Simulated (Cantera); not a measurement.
Feed: 1 mol Si₃N₄, 0.13 mol CO₂, 400 mol H₂, equilibrated at 1825 K and 0.133 bar.

These are equilibrium values from Cantera (NASA tables, ideal gas, pure condensed phases), not measurements of a reactor. Candidate condensed phases: C, C₆H₆, C₇H₈, C₈H₁₈, H₂O, Si, SiC, SiO₂, Si₂N₂O, Si₃N₄; 151 gas species. Mutual solubility and eutectic melting of coexisting phases are not modelled. Gases not in the tables: Si₂H₆ and higher silanes. Rates play no part.

Base state: H₂ 0.993, N₂ 0.00496, H 0.00120, SiO 0.000576, CO 7.02e-5, SiH₂ 3.54e-5, Si 3.41e-5, SiH 1.32e-5 (mole fractions); condensed: Si(l) + SiC(s).

### Question
What changes in the equilibrium state with this change: temperature from 1825 K to 1425 K?

### Answer
| species | before | after |
|---|---|---|
| H₂ | 0.993 | 1.000 |
| N₂ | 0.00496 | 0.000427 |
| H | 0.00120 | 1.87e-5 |
| SiO | 0.000576 | 5.32e-7 |
| Si | 3.41e-5 | 3.79e-9 |
| SiH | 1.32e-5 | 6.14e-9 |
| CO | 7.02e-5 | 1.10e-7 |
| SiH₂ | 3.54e-5 | 1.70e-7 |
| HCN | 1.31e-5 | 2.14e-7 |
| Si(l), mol | 2.64 | 0 |
| SiC(s), mol | 0.0949 | 0.126 |
| Si₂N₂O(s), mol | 0 | 0.260 |
| Si₃N₄(s), mol | 0 | 0.785 |
